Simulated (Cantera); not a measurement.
Charge: 1 mol FeS2, 1.1 mol H2S, 10 mol O2, held at 1.00 bar.

Method: chemical equilibrium by Gibbs-energy minimisation in Cantera with the NASA 1993 tables (ideal gas, pure condensed phases). Candidate condensed phases: Fe, FeO, Fe(OH)2, Fe(OH)3, FeS, FeSO4, FeS2, Fe2O3, Fe2(SO4)3, Fe3O4, H2O, H2SO4, S; 22 gas species. Rates play no part.

Problem. At 502 °C, list the 4 most abundant gas species with their mole fractions, and the condensed phases.

Solution. O2 0.603, SO3 0.228, H2O 0.159, SO2 0.00529. Condensed: Fe2(SO4)3(s).
